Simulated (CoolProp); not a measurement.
CHF3 (R23) along the isotherm 324.2 K: density (kg/m³) from the reference equation and from simpler models built on Tc = 299.3 K, pc = 4832 kPa, ω = 0.263; each cubic takes its own stable root.

The numbers come from the reference Helmholtz-energy equation of state, Penoncello 2003 in CoolProp.

```tsv
p (kPa)	phase	reference	ideal gas	Peng-Robinson
22.9	gas	0.5956	0.5948	0.5956
35.7	gas	0.9292	0.9273	0.9293
55.6	gas	1.449	1.444	1.449
86.5	gas	2.258	2.247	2.259
135	gas	3.534	3.506	3.536
210	gas	5.521	5.455	5.525
327	gas	8.656	8.493	8.667
509	gas	13.62	13.22	13.65
792	gas	21.57	20.57	21.63
1230	gas	34.45	31.95	34.61
1920	gas	56.42	49.87	56.80
2990	gas	95.67	77.66	96.56
4650	gas	176.5	120.8	178.0
7250	supercritical	434.3	188.3	406.2
```
